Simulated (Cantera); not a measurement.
# Equilibrium for silicon carbide growth: SiCl4 + H2 + CH4

A closed system holds: 1 mol SiCl4, 110 mol H2, 0.042 mol CH4, at 46.0 mbar.

Equilibrium computed with Cantera from the NASA thermochemical tables; the gas is ideal and each condensed phase is pure. Candidate condensed phases: C, C6H6, C7H8, C8H18, Si, SiC; 109 gas species. Mutual solubility and eutectic melting of coexisting phases are not modelled. The tables' values for SiCl, SiCl3 are old estimates; treat these amounts as uncertain. Gases not in the tables: Si2H6 and higher silanes. Kinetics and transport are ignored.

```tsv
T (°C)	log p H2	log p H	log p HCl	log p Si	n Si(s)	n SiC(s)	n Si(l)
725	-1.35	-9.34	-3.28	<-13	0.182	0.0418	0
875	-1.35	-7.82	-2.94	-12.74	0.534	0.0419	0
1025	-1.35	-6.65	-2.87	-10.39	0.644	0.0419	0
1175	-1.35	-5.71	-2.86	-8.53	0.631	0.0419	0
1325	-1.35	-4.95	-2.87	-7.03	0.608	0.0419	0
1475	-1.35	-4.32	-2.87	-5.84	0	0.0419	0.609
1625	-1.35	-3.78	-2.86	-4.91	0	0.0413	0.615
1775	-1.36	-3.33	-2.85	-4.12	0	0.0346	0.444
1925	-1.37	-2.94	-2.84	-3.60	0	0	0
2075	-1.38	-2.60	-2.83	-3.50	0	0	0
2225	-1.41	-2.31	-2.86	-3.47	0	0	0
2375	-1.45	-2.06	-2.90	-3.47	0	0	0
```
log p: log10 of the partial pressure in bar; n: condensed amount in mol.

From 725 °C to 1325 °C the condensed part is Si(s) + SiC(s). From 1475 °C to 1775 °C the condensed part is Si(l) + SiC(s). From 1925 °C to 2375 °C nothing is condensed. The main Si-bearing gas is SiCl4 at 725 °C and Si at 2375 °C.
